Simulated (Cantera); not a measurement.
A perfectly stirred reactor is fed with H2 : O2 : N2 : H2O = 1 : 0.521 : 1.96 : 0.2 (molar parts), equivalence ratio 0.96, at 1.01 bar; it is adiabatic with a 450 K inlet, and is followed from long to short residence time, starting on the burning branch (τ in s: 0.068, 0.02, 0.0061, 0.0018, 0.00054, 0.00016, 4.7e-05, 1.4e-05, 4.2e-06).

Computed with Cantera and the H2/O2 subset of GRI-Mech 3.0, which has no nitrogen chemistry.

Q: What does this change do: inlet temperature 450 to 625 K?

A: 
```csv
quantity,before,after
"blow-out, bracketed by the residence times tried","burning at 14.0 µs, out at 4.20 µs","burning at 14.0 µs, out at 4.20 µs"
x(H2) at τ = 68.0 ms,0.0105,0.0147
x(O2) at τ = 68.0 ms,0.00984,0.0112
x(H2O) at τ = 68.0 ms,0.359,0.351
x(O) at τ = 68.0 ms,0.000682,0.00113
x(OH) at τ = 68.0 ms,0.00778,0.0106
x(H2) at τ = 0.540 ms,0.0322,0.0344
x(O2) at τ = 0.540 ms,0.0200,0.0204
x(H2O) at τ = 0.540 ms,0.319,0.314
x(O) at τ = 0.540 ms,0.00434,0.00492
x(OH) at τ = 0.540 ms,0.0144,0.0169
```

Q: What does this change do: inlet temperature 450 to 600 K?

A: 
```csv
quantity,before,after
"blow-out, bracketed by the residence times tried","burning at 14.0 µs, out at 4.20 µs","burning at 14.0 µs, out at 4.20 µs"
x(H2) at τ = 68.0 ms,0.0105,0.0140
x(O2) at τ = 68.0 ms,0.00984,0.0110
x(H2O) at τ = 68.0 ms,0.359,0.353
x(O) at τ = 68.0 ms,0.000682,0.00105
x(OH) at τ = 68.0 ms,0.00778,0.0102
x(H2) at τ = 0.540 ms,0.0322,0.0341
x(O2) at τ = 0.540 ms,0.0200,0.0203
x(H2O) at τ = 0.540 ms,0.319,0.315
x(O) at τ = 0.540 ms,0.00434,0.00484
x(OH) at τ = 0.540 ms,0.0144,0.0165
```

Q: What does this change do: inlet temperature 450 to 748 K?

A: 
| quantity | before | after |
|---|---|---|
| blow-out, bracketed by the residence times tried | burning at 14.0 µs, out at 4.20 µs | burning at 14.0 µs, out at 4.20 µs |
| x(H2) at τ = 68.0 ms | 0.0105 | 0.0181 |
| x(O2) at τ = 68.0 ms | 0.00984 | 0.0124 |
| x(H2O) at τ = 68.0 ms | 0.359 | 0.345 |
| x(O) at τ = 68.0 ms | 0.000682 | 0.00158 |
| x(OH) at τ = 68.0 ms | 0.00778 | 0.0130 |
| x(H2) at τ = 0.540 ms | 0.0322 | 0.0360 |
| x(O2) at τ = 0.540 ms | 0.0200 | 0.0207 |
| x(H2O) at τ = 0.540 ms | 0.319 | 0.311 |
| x(O) at τ = 0.540 ms | 0.00434 | 0.00536 |
| x(OH) at τ = 0.540 ms | 0.0144 | 0.0187 |
